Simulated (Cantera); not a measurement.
Feed: 1 mol BCl₃, 8.4 mol O₂, held at 3000 Pa.

These are equilibrium values from Cantera (NASA tables, ideal gas, pure condensed phases), not measurements of a reactor. Candidate condensed phases: B, B₂O₃; 18 gas species. The tables' values for BOCl are old estimates; treat these amounts as uncertain. Rates play no part.

log p: log10 of the partial pressure in bar; n: condensed amount in mol.

```
T (°C)  log p O₂  log p Cl  log p Cl₂  log p B₂O₃  log p BO₂  n B₂O₃(l)
------  --------  --------  ---------  ----------  ---------  ---------
1202       -1.62     -2.55      -2.49       -4.89      -5.56      0.494
1227       -1.63     -2.49      -2.52       -4.66      -5.37      0.490
1252       -1.63     -2.44      -2.56       -4.45      -5.18      0.484
1277       -1.63     -2.39      -2.60       -4.23      -5.00      0.475
1302       -1.64     -2.35      -2.65       -4.03      -4.83      0.460
1327       -1.64     -2.31      -2.70       -3.83      -4.66      0.439
1352       -1.65     -2.28      -2.76       -3.64      -4.50      0.407
1377       -1.65     -2.25      -2.83       -3.46      -4.34      0.359
1402       -1.66     -2.22      -2.90       -3.28      -4.19      0.288
1427       -1.66     -2.20          ?           ?          ?          ?
1452       -1.67     -2.19      -3.06       -2.94      -3.90     0.0335
1477       -1.68     -2.18      -3.14       -2.91      -3.83          0
1502       -1.68     -2.16          ?       -2.92          ?          0
1527       -1.68     -2.15      -3.31       -2.93      -3.72          0
```

Q: Some entries are withheld; supply them.

A: 
- 1502, log p Cl₂: -3.22
- 1502, log p BO₂: -3.78
- 1427, log p Cl₂: -2.98
- 1427, log p B₂O₃: -3.11
- 1427, log p BO₂: -4.04
- 1427, n B₂O₃(l): 0.184
